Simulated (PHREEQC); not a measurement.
**Brine: an equilibrium model**

Dissolve 1.2 mol MgSO4, 0.062 mol Na2B4O7, 0.074 mol MgCl2 and 0.03 mol CO2 per kg of water at 20 °C. Closed to the air; pH follows from the charge balance.

Model: Pitzer model, pitzer.dat, run in PHREEQC.

This is a speciation only: nothing precipitates in the calculation.

Problem. Estimate the pH, activity of water.

Solution. pH 7.65; activity of water 0.967.

Problem. In which forms is Mg present?

Solution. Mg+2 97 %, MgB(OH)4+ 2.6 % of the Mg.

Examples of supersaturated solids here: Magnesite (slow to form). Others may be too. Species that the database lacks are ignored. In brines, pH and single-ion activities rest on the MacInnes convention.
